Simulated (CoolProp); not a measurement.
Properties of the fluoroketone C6F12O (FK-5-1-12) along the isobar 1.62 MPa.

The numbers come from the reference Helmholtz-energy equation of state, McLinden 2015 in CoolProp.

| T (°C) | phase | cp (kJ/(kg K)) | speed of sound (m/s) | expansivity (1/kK) | fugacity coefficient |
|---|---|---|---|---|---|
| 68.25 | liquid | 1.136 | 387.8 | 2.302 | 0.1180 |
| 75.35 | liquid | 1.145 | 367.2 | 2.421 | 0.1429 |
| 82.45 | liquid | 1.154 | 346.7 | 2.557 | 0.1710 |
| 89.55 | liquid | 1.165 | 326.2 | 2.715 | 0.2025 |
| 96.65 | liquid | 1.177 | 305.8 | 2.900 | 0.2375 |
| 103.75 | liquid | 1.191 | 285.3 | 3.123 | 0.2758 |
| 110.85 | liquid | 1.206 | 264.6 | 3.395 | 0.3175 |
| 117.95 | liquid | 1.225 | 243.7 | 3.738 | 0.3624 |
| 125.05 | liquid | 1.247 | 222.4 | 4.185 | 0.4102 |
| 132.15 | liquid | 1.275 | 200.3 | 4.798 | 0.4608 |
| 139.25 | liquid | 1.314 | 176.9 | 5.701 | 0.5137 |
